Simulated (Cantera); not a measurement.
Standard-state values (1 bar) from the NASA 1993 polynomials, evaluated with Cantera. Values are per mole of reaction as written; species without (g) are pure solids or liquids, kept so even where they would boil at 1 bar.

### Question
Between 300 and 1598 K, where is each reaction favourable under standard conditions?
- 2 Ti + O2(g) = 2 TiO(g)
- 0.6667 Cr + O2(g) = 0.6667 CrO3(g)
- 2 H2(g) + O2(g) = 2 H2O(g)

### Answer
- 2 Ti + O2(g) = 2 TiO(g): ΔG° is 49 kJ at 300 K and -184 kJ at 1598 K; it changes sign between 300 and 1498 K. ΔH° is 73 kJ and ΔS° 161 J/K at 1598 K.
- 0.6667 Cr + O2(g) = 0.6667 CrO3(g): ΔG° is -182 kJ at 300 K and -120 kJ at 1598 K; it stays negative (K > 1). ΔH° is -202 kJ and ΔS° -51 J/K at 1598 K.
- 2 H2(g) + O2(g) = 2 H2O(g): ΔG° is -457 kJ at 300 K and -317 kJ at 1598 K; it stays negative (K > 1). ΔH° is -501 kJ and ΔS° -115 J/K at 1598 K.
